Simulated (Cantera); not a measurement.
Predominance diagram of Na at 1402 °C against the partial pressures of O2 and S2 (log10, bar). Source: NASA polynomial tables (part measured, part estimated), evaluated in Cantera. Candidates: Na(l), Na2O(l), Na2S(l), Na2SO4(l). Only these pure phases compete in this equilibrium. Not in the tables: pyrosulfates.

```
log p(S2) \ log p(O2)
        columns: -21, -20, -18.9, -17.8, -16.8, -15.8, -14.7, -13.6, -12.6, -11.5, -10.5, -9.4, -8.4, -7.4, -6.3, -5.2, -4.2, -3.1, -2.1, -1.1, 0
      0  A A A A A A A A A A A A A A B B B B B B B
   -0.9  A A A A A A A A A A A A A A C B B B B B B
   -1.8  A A A A A A A A A A A A A A C B B B B B B
   -2.7  A A A A A A A A A A A A A A C C B B B B B
   -3.6  A A A A A A A A A A A A A A C C B B B B B
   -4.4  A A A A A A A A A A A A A A C C B B B B B
   -5.3  A A A A A A A A A A A A A A C C C B B B B
   -6.2  A A A A A A A A A A A A A A C C C B B B B
   -7.1  A A A A A A A A A A A A A A C C C C B B B
     -8  A A A A A A A A A A A A A A C C C C B B B
```

A: Na2S(l); B: out of reach (another gas would pass 10 bar, or a non-metal would condense); C: Na2SO4(l).
